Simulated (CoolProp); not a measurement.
Vapour-liquid equilibrium of benzene (1) + octamethylcyclotetrasiloxane (D4) (2) at 424.1 K; x and y are mole fractions of (1).

The numbers come from the multi-fluid Helmholtz-energy mixture model, Thol 2012 and Thol 2015; pair parameters Bell 2016 in CoolProp.

| x | bubble pressure, mixture model (MPa) | bubble pressure, Raoult's law (MPa) | y, mixture model | y, Raoult's law |
|---|---|---|---|---|
| 0.05 | 0.07039 | 0.07860 | 0.294 | 0.378 |
| 0.15 | 0.1140 | 0.1328 | 0.601 | 0.671 |
| 0.25 | 0.1626 | 0.1871 | 0.748 | 0.794 |
| 0.35 | 0.2135 | 0.2413 | 0.830 | 0.861 |
| 0.45 | 0.2657 | 0.2955 | 0.881 | 0.904 |
| 0.55 | 0.3190 | 0.3497 | 0.917 | 0.934 |
| 0.65 | 0.3743 | 0.4040 | 0.943 | 0.955 |
| 0.75 | 0.4329 | 0.4582 | 0.965 | 0.972 |
| 0.85 | 0.4957 | 0.5124 | 0.982 | 0.985 |
| 0.95 | 0.5615 | 0.5666 | 0.995 | 0.995 |

The largest gap from Raoult's law is -14.2 % in bubble pressure, at x = 0.15. No azeotrope shows between x = 0.05 and 0.95.

The pair parameters rest on a limited set of measurements; away from them the model extrapolates.
